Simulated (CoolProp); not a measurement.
Saturation properties of isopentane.

The numbers come from the reference Helmholtz-energy equation of state, Lemmon 2006 in CoolProp. It is a short technical equation, of lower accuracy than the large ones.

| T (K) | p (kPa) | liquid density (kg/m³) | enthalpy of vaporisation (kJ/kg) | liquid cp (kJ/(kg K)) | vapour Z | surface tension (mN/m) |
|---|---|---|---|---|---|---|
| 225.9 | 2.684 | 683.8 | 395.3 | 1.944 | 0.9968 | 22.6 |
| 233.4 | 4.367 | 677.0 | 390.4 | 1.974 | 0.9955 | 21.7 |
| 240.9 | 6.861 | 670.1 | 385.5 | 2.005 | 0.9936 | 20.8 |
| 248.4 | 10.44 | 663.1 | 380.5 | 2.037 | 0.9913 | 20.0 |
| 256 | 15.52 | 656.0 | 375.4 | 2.070 | 0.9884 | 19.1 |
| 263.5 | 22.35 | 649.0 | 370.3 | 2.104 | 0.9849 | 18.3 |
| 271 | 31.45 | 641.8 | 365.2 | 2.139 | 0.9807 | 17.4 |
| 278.6 | 43.49 | 634.4 | 359.8 | 2.175 | 0.9757 | 16.6 |
| 286.1 | 58.74 | 627.1 | 354.4 | 2.212 | 0.9699 | 15.8 |
| 293.6 | 77.94 | 619.6 | 348.9 | 2.250 | 0.9633 | 14.9 |
| 301.1 | 101.8 | 612.0 | 343.2 | 2.289 | 0.9558 | 14.1 |
| 308.7 | 131.3 | 604.1 | 337.2 | 2.330 | 0.9471 | 13.3 |
| 316.2 | 166.7 | 596.1 | 331.1 | 2.372 | 0.9376 | 12.5 |
| 323.7 | 208.9 | 588.0 | 324.8 | 2.415 | 0.9270 | 11.7 |

It boils at 301.0 K under 1 atm.

Surface tension comes from a separate correlation (Mulero 2012).
